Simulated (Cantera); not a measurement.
What does this Cantera script print?

```python
import numpy as np
import cantera as ct

gas_names = """
    Fe FeO Fe(OH)2 H HNO HNO2 HNO3 HO2 H2 H2O H2O2 N NH NH2 NH3 NH2OH NO NO2 NO3 N2 N2H2 N2H4 N2O O OH
    O2 O3
""".split()
cond_names = """
    Fe(a) Fe(c) Fe(d) Fe(L) FeO(s) FeO(L) Fe(OH)2(s) Fe(OH)3(s) Fe2O3(s) Fe3O4(s) H2O(s) H2O(L)
""".split()


# ... load() reads the species with a 1 bar reference pressure and builds the phases ...
atoms = {
    'Fe3O4': {'Fe': 3, 'O': 4},
    'H2': {'H': 2},
    'N2': {'N': 2},
}
top_T = {'Fe2O3(s)': 1830, 'Fe3O4(s)': 1870}  # K; cautious upper limits of use, not melting points


# ... equilibrate(T, P, feed) seeds the gas with the atoms and calls Mixture.equilibrate('TP', solver="vcs", rtol=1e-11, max_steps=5000) ...
results = []
T = 2198.15  # K
P = 990000  # Pa
for m in [310, 370, 450, 540, 650, 780, 930, 1100, 1300, 1600, 1900]:
    feed = {'Fe3O4': 1, 'H2': m, 'N2': 31}  # mol
    mix = equilibrate(T, P, feed)
    results.append((T, P, feed, dict(zip(mix.species_names, mix.species_moles))))

top = {s: max(r[3][s] / sum(r[3][g] for g in gas_names) for r in results) for s in gas_names}
cols = sorted((s for s in top if top[s] > 0.0001), key=lambda s: -top[s])[:5]
seen = [c for c in cond_names if any(r[3].get(c, 0) > 1e-12 for r in results)]
print("log10 of partial pressures in bar; condensed amounts in mol")
print(f"{'n(H2)':>10s}" + "".join(f"{s[:9]:>10s}" for s in cols + seen))
for T, P, feed, n in results:
    ng = sum(n[g] for g in gas_names)
    print(f"{feed['H2']:10.4g}" + "".join(f"{np.log10(max(n[s] / ng * P / 1e5, 1e-99)):10.3f}" for s in cols)
          + "".join(f"{n.get(c, 0):10.4g}" for c in seen))
```

Output:

```
log10 of partial pressures in bar; condensed amounts in mol
     n(H2)        H2        N2       H2O         H        Fe     Fe(L)
       310     0.948    -0.046    -0.936    -1.780    -2.564     2.906
       370     0.955    -0.117    -1.006    -1.776    -2.564     2.889
       450     0.962    -0.196    -1.085    -1.773    -2.564     2.867
       540     0.967    -0.270    -1.160    -1.770    -2.564     2.842
       650     0.972    -0.347    -1.236    -1.768    -2.564     2.812
       780     0.976    -0.423    -1.312    -1.766    -2.564     2.776
       930     0.979    -0.496    -1.386    -1.765    -2.564     2.735
      1100     0.981    -0.567    -1.456    -1.763    -2.564     2.688
      1300     0.983    -0.638    -1.527    -1.762    -2.564     2.633
      1600     0.985    -0.726    -1.615    -1.761    -2.564      2.55
      1900     0.987    -0.800    -1.689    -1.760    -2.564     2.467
```

Equilibrium computed with Cantera from the NASA thermochemical tables; the gas is ideal and each condensed phase is pure.
